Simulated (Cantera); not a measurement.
Input (Python, Cantera) and output of one run.

```python
import numpy as np
import cantera as ct

gas_names = """
    Cr CrO CrO2 CrO3 H HO2 H2 H2O H2O2 O OH O2 O3
""".split()
cond_names = """
    Cr(cr) Cr(L) Cr2O3(s) Cr2O3(L) H2O(s) H2O(L)
""".split()


# ... load() reads the species with a 1 bar reference pressure and builds the phases ...
atoms = {
    'Cr2O3': {'Cr': 2, 'O': 3},
    'H2': {'H': 2},
}
top_T = {}  # K; cautious upper limits of use, not melting points


# ... equilibrate(T, P, feed) seeds the gas with the atoms and calls Mixture.equilibrate('TP', solver="vcs", rtol=1e-11, max_steps=5000) ...
results = []
feed = {'Cr2O3': 1, 'H2': 450}  # mol
T = 1848  # K
for P in [10, 42, 180, 750, 3200, 13000, 56000, 240000, 1000000]:
    mix = equilibrate(T, P, feed)
    results.append((T, P, feed, dict(zip(mix.species_names, mix.species_moles))))
    x = sorted(zip(gas.X, gas.species_names), reverse=True)
    print(f"T = {T:g} K  P = {P:g} Pa  gas = {mix.phase_moles(0):.4g} mol")
    print("   x: " + "  ".join(f"{s} {v:.3e}" for v, s in x if v > 1e-06))
    print("   condensed (mol): " + ("  ".join(f"{mix.phase(i).name} {mix.phase_moles(i):.4g}"
          for i in range(1, mix.n_phases) if mix.phase_moles(i) > 1e-12) or "none"))
```

It prints:

```
T = 1848 K  P = 10 Pa  gas = 463.9 mol
   x: H2 9.379e-01  H 5.135e-02  H2O 6.423e-03  Cr 4.295e-03  OH 2.587e-05  CrO 1.648e-05  O 1.080e-06
   condensed (mol): none
T = 1848 K  P = 42 Pa  gas = 457.8 mol
   x: H2 9.637e-01  H 2.540e-02  H2O 6.523e-03  Cr 4.352e-03  CrO 1.650e-05  OH 1.265e-05
   condensed (mol): none
T = 1848 K  P = 180 Pa  gas = 454.8 mol
   x: H2 9.767e-01  H 1.235e-02  H2O 6.573e-03  Cr 4.381e-03  CrO 1.652e-05  OH 6.114e-06
   condensed (mol): none
T = 1848 K  P = 750 Pa  gas = 453.4 mol
   x: H2 9.829e-01  H2O 6.597e-03  H 6.070e-03  Cr 4.395e-03  CrO 1.653e-05  OH 2.997e-06
   condensed (mol): none
T = 1848 K  P = 3200 Pa  gas = 452.7 mol
   x: H2 9.860e-01  H2O 6.609e-03  Cr 4.402e-03  H 2.943e-03  CrO 1.653e-05  OH 1.451e-06
   condensed (mol): none
T = 1848 K  P = 13000 Pa  gas = 451 mol
   x: H2 9.905e-01  H2O 6.647e-03  H 1.464e-03  Cr 1.375e-03  CrO 5.168e-06
   condensed (mol): Cr(cr) 1.378
T = 1848 K  P = 56000 Pa  gas = 450.3 mol
   x: H2 9.923e-01  H2O 6.661e-03  H 7.058e-04  Cr 3.191e-04  CrO 1.200e-06
   condensed (mol): Cr(cr) 1.856
T = 1848 K  P = 240000 Pa  gas = 450.1 mol
   x: H2 9.929e-01  H2O 6.665e-03  H 3.410e-04  Cr 7.447e-05
   condensed (mol): Cr(cr) 1.966
T = 1848 K  P = 1e+06 Pa  gas = 450 mol
   x: H2 9.931e-01  H2O 6.666e-03  H 1.671e-04  Cr 1.787e-05
   condensed (mol): Cr(cr) 1.992
```

These are equilibrium values from Cantera (NASA tables, ideal gas, pure condensed phases), not measurements of a reactor.
